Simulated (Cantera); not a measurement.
# Equilibrium for boron, boron nitride and boron oxide: B + NH3 + H2

Input: 1 mol B, 11 mol NH3, 34 mol H2.

Method: chemical equilibrium by Gibbs-energy minimisation in Cantera with the NASA 1993 tables (ideal gas, pure condensed phases). Candidate condensed phases: B, BN; 15 gas species. Kinetics and transport are ignored.

Map the stable condensed phases over T = 1100, 1200, 1300, 1400, 1500, 1600, 1700, 1800, 1900, 2000, 2100, 2200, 2300, 2400 K and P in Pa = 10, 46, 220, 1000, 4600, 22000, 100000.


```
T in K \ P in Pa
             10     46    220   1000   4600  22000 100000
   2400       A      A      A      B      B      C      C
   2300       A      A      B      B      B      C      C
   2200       A      B      B      B      C      C      C
   2100       B      B      B      C      C      C      C
   2000       B      B      C      C      C      C      C
   1900       B      C      C      C      C      C      C
   1800       C      C      C      C      C      C      C
   1700       C      C      C      C      C      C      C
   1600       C      C      C      C      C      C      C
   1500       C      C      C      C      C      C      C
   1400       C      C      C      C      C      C      C
   1300       C      C      C      C      C      C      C
   1200       C      C      C      C      C      C      C
   1100       C      C      C      C      C      C      C
```
A: gas only; B: B; C: BN.
